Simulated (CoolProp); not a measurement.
Vapour-liquid equilibrium of R22 (1) + cyclohexane (2) at 21.35 °C; x and y are mole fractions of (1).

Model: multi-fluid Helmholtz-energy mixture model, Kamei 1995 and Zhou 2014; pair parameters Bell 2016, in CoolProp.

| x | bubble pressure, mixture model (MPa) | bubble pressure, Raoult's law (MPa) | y, mixture model | y, Raoult's law |
|---|---|---|---|---|
| 0.05 | 0.1227 | 0.05771 | 0.910 | 0.819 |
| 0.15 | 0.3034 | 0.1511 | 0.964 | 0.938 |
| 0.25 | 0.4343 | 0.2445 | 0.975 | 0.966 |
| 0.35 | 0.5271 | 0.3379 | 0.980 | 0.979 |
| 0.45 | 0.5942 | 0.4312 | 0.983 | 0.986 |
| 0.55 | 0.6471 | 0.5246 | 0.985 | 0.991 |
| 0.65 | 0.6955 | 0.6180 | 0.987 | 0.994 |
| 0.75 | 0.7478 | 0.7114 | 0.990 | 0.996 |
| 0.85 | 0.8114 | 0.8048 | 0.993 | 0.998 |
| 0.95 | 0.8939 | 0.8981 | 0.997 | 0.999 |

The largest gap from Raoult's law is +112.6 % in bubble pressure, at x = 0.05. No azeotrope shows between x = 0.05 and 0.95.

The pair parameters rest on a limited set of measurements; away from them the model extrapolates. The gap from Raoult's law changes sign with composition, which may be real or a fault of the pair parameters; it wasn't checked against measurements. With so large a gap from Raoult's law the liquid may split in two, which this calculation doesn't test in full.
